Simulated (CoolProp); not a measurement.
Propylene at 298.15 K and 4.25 MPa flows at 0.18 m/s in a round tube of 50 mm bore and 15 µm roughness, fully developed (64/Re and Nu = 3.66 if laminar; Colebrook and Gnielinski if turbulent). Each further row changes one setting.

Values from CoolProp's reference Helmholtz-energy equation of state, Lemmon 2013.

```csv
case,Reynolds number,Darcy friction factor,pressure drop (Pa/m),heat-transfer coefficient (W/(m² K)),mass flow (kg/h)
as stated,46300,0.0223,3.72,439,657
velocity 0.36 m/s,92500,0.0197,13.2,802,1310
diameter 100 mm,92500,0.0190,1.59,389,2630
```

Viscosity comes from a separate model (Huber 2003), an estimate that may be off by 10 % or more. Thermal conductivity comes from a separate model (Huber 2003), an estimate that may be off by 10 % or more.
